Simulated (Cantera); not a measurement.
Input (Python, Cantera) and output of one run.

```python
import numpy as np
import cantera as ct

gas_names = """
    B BH BH2 BH3 BO BO2 B2 B2O B2O2 B2O3 B3O3H3 H HBO HBO2 HO2 H2 H2O H2O2 H3B3O6 O OH O2 O3
""".split()
cond_names = """
    B(b) B(L) B2O3(L) B3O3H3(cr) H2O(s) H2O(L)
""".split()


def load(file, names, dense=False):
    # The tables refer to 1 bar. Condensed volumes are neglected.
    table = {s.name: s for s in ct.Species.list_from_file(file)}
    out = []
    for n in names:
        d = dict(table[n].input_data)
        d["thermo"] = dict(d["thermo"], **{"reference-pressure": 1e5})
        if dense:
            d["equation-of-state"] = {"model": "constant-volume", "density": "1e6 g/cm^3"}
        out.append(ct.Species.from_dict(d))
    return out


gas = ct.Solution(thermo="ideal-gas", species=load("nasa_gas.yaml", gas_names))
cond = {s.name: ct.Solution(thermo="fixed-stoichiometry", species=[s], name=s.name)
        for s in load("nasa_condensed.yaml", cond_names, dense=True)}
atoms = {
    'B2O3': {'B': 2, 'O': 3},
    'H2': {'H': 2},
}
top_T = {}  # K; cautious upper limits of use, not melting points


def equilibrate(T, P, feed):
    n = {}
    for name, mol in feed.items():
        for a, k in atoms[name].items():
            n[a] = n.get(a, 0.0) + k * mol
    gas.TPX = T, P, n
    mass = sum(n.values()) * gas.mean_molecular_weight
    gas.equilibrate("TP")
    valid = [c for c in cond.values() if c.min_temp <= T <= top_T.get(c.name, c.max_temp)]
    mix = ct.Mixture([(gas, mass / gas.mean_molecular_weight)] + [(c, 0.0) for c in valid])
    mix.T, mix.P = T, P
    mix.equilibrate("TP", solver="vcs", rtol=1e-11, max_steps=5000)
    return mix


results = []
feed = {'B2O3': 1, 'H2': 36}  # mol
T = 1298  # K
P = 21000  # Pa
mix = equilibrate(T, P, feed)
results.append((T, P, feed, dict(zip(mix.species_names, mix.species_moles))))
print(gas.report(threshold=0.001))
for i in range(1, mix.n_phases):
    print(f"{mix.phase(i).name:16s} {mix.phase_moles(i):12.5e} mol")
```

Result:

```
       temperature   1298 K
          pressure   21000 Pa
           density   0.0039373 kg/m^3
  mean mol. weight   2.0234 kg/kmol
   phase of matter   gas

                          1 kg             1 kmol
                     ---------------   ---------------
          enthalpy        1.4728e+07          2.98e+07  J
   internal energy         9.394e+06        1.9008e+07  J
           entropy             92566         1.873e+05  J/K
    Gibbs function       -1.0542e+08       -2.1332e+08  J
 heat capacity c_p             15581             31527  J/K
 heat capacity c_v             11472             23213  J/K

                      mass frac. Y      mole frac. X     chem. pot. / RT
                     ---------------   ---------------   ---------------
                H2           0.99609           0.99976           -19.753
     [  +22 minor]         0.0039102        0.00023992

B(b)              0.00000e+00 mol
B2O3(L)           9.96082e-01 mol
B3O3H3(cr)        0.00000e+00 mol
```

Cantera equilibrium calculation (NASA polynomials, part measured and part estimated; ideal gas, pure solids and liquids).
